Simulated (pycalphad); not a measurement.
All values are pycalphad results on the COST 507 light-alloy database (1999) (1 atm), not direct measurements. These are 1990s assessments: newer ones move some temperatures and phases. Kinetics are ignored, which matters at the lower temperatures.

Molar enthalpy of Ti-4.06Hf-1.104B (wt.%) in equilibrium (SER reference):

| T (K) | H (kJ/mol) | phases |
|---|---|---|
| 2850 | 106.20 | LIQUID |
| 2700 | 99.36 | LIQUID |
| 2550 | 92.53 | LIQUID |
| 2400 | 85.70 | LIQUID |
| 2250 | 78.87 | LIQUID |
| 2100 | 72.04 | LIQUID |
| 1950 | 65.21 | LIQUID |
| 1900 | 62.94 | LIQUID |
| 1850 | 60.68 | LIQUID |
| 1800 | 41.95 | BCC_A2 + BM |
| 1750 | 40.19 | BCC_A2 + BM |
| 1650 | 36.77 | BCC_A2 + BM |
| 1500 | 31.85 | BCC_A2 + BM |
| 1350 | 27.15 | BCC_A2 + BM |
| 1200 | 22.63 | BCC_A2 + BM |
| 1050 | 14.08 | HCP_A3 + BM |
| 900 | 9.24 | HCP_A3 + BM |
| 750 | 4.60 | HCP_A3 + BM |
| 600 | 0.19 | HCP_A3 + BM |

Cooling from 1850 K to 1800 K, across the freezing range, releases 18.7 kJ/mol, or 394 J/g. The slope is 45 J/(mol K) in the liquid and 35 J/(mol K) just below the solidus, where it includes any heat of precipitation. Liquidus 1844 K, solidus 1814 K. Changes were sought between steps of 50 K, so a narrower field can be missed.

Database names, with the compositions (at.%) that they take in these runs: BM: Ti 50 B 50. BCC_A2 is bcc; HCP_A3 is hcp.
